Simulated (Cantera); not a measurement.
A Cantera script and what it prints.

```python
import numpy as np
import cantera as ct

gas_names = """
    C CN CO CO2 C2 CCN CNC C2N2 C2O C3 C3O2 C4 C4N2 C5 N NCO NO NO2 NO3 N2 N2O O O2 O3 Si SiC SiC2 SiN
    SiO SiO2 Si2 Si2C Si2N Si3
""".split()
cond_names = """
    C(gr) Si(cr) Si(L) SiC(b) SiO2(Lqz) SiO2(hqz) SiO2(L) Si2N2O(s) Si3N4(a)
""".split()


# ... load() reads the species with a 1 bar reference pressure and builds the phases ...
atoms = {
    'SiC': {'Si': 1, 'C': 1},
    'O2': {'O': 2},
    'N2': {'N': 2},
}
top_T = {'C(gr)': 4500, 'SiC(b)': 3050, 'Si2N2O(s)': 2100, 'Si3N4(a)': 2400}  # K; cautious upper limits of use, not melting points


# ... equilibrate(T, P, feed) seeds the gas with the atoms and calls Mixture.equilibrate('TP', solver="vcs", rtol=1e-11, max_steps=5000) ...
results = []
feed = {'SiC': 1, 'O2': 0.65, 'N2': 70}  # mol
T = 1173  # K
P = 910000  # Pa
mix = equilibrate(T, P, feed)
results.append((T, P, feed, dict(zip(mix.species_names, mix.species_moles))))
print(gas.report(threshold=1e-05))
for i in range(1, mix.n_phases):
    print(f"{mix.phase(i).name:16s} {mix.phase_moles(i):12.5e} mol")
```

Output:

```
       temperature   1173 K
          pressure   9.1e+05 Pa
           density   2.6139 kg/m^3
  mean mol. weight   28.014 kg/kmol
   phase of matter   gas

                          1 kg             1 kmol
                     ---------------   ---------------
          enthalpy        9.6274e+05         2.697e+07  J
   internal energy        6.1459e+05        1.7217e+07  J
           entropy              7683        2.1523e+05  J/K
    Gibbs function       -8.0494e+06        -2.255e+08  J
 heat capacity c_p            1196.6             33520  J/K
 heat capacity c_v            899.76             25206  J/K

                      mass frac. Y      mole frac. X     chem. pot. / RT
                     ---------------   ---------------   ---------------
                CO         0.0020184         0.0020187           -41.364
                N2           0.99798           0.99798           -23.084
     [  +32 minor]         1.625e-06        1.0344e-06

C(gr)             8.58902e-01 mol
Si(cr)            0.00000e+00 mol
SiC(b)            0.00000e+00 mol
SiO2(hqz)         4.39220e-01 mol
Si2N2O(s)         2.80390e-01 mol
Si3N4(a)          0.00000e+00 mol
```

Cantera equilibrium calculation (NASA polynomials, part measured and part estimated; ideal gas, pure solids and liquids). N2 is the only nitrogen source here; it is nearly inert below about 1500 K, so the nitride shown seldom forms there in practice. Mutual solubility and eutectic melting of coexisting phases are not modelled. The tables hold silica as quartz up to 1696 K and as liquid above; real silica turns to tridymite and cristobalite and melts near 1996 K.
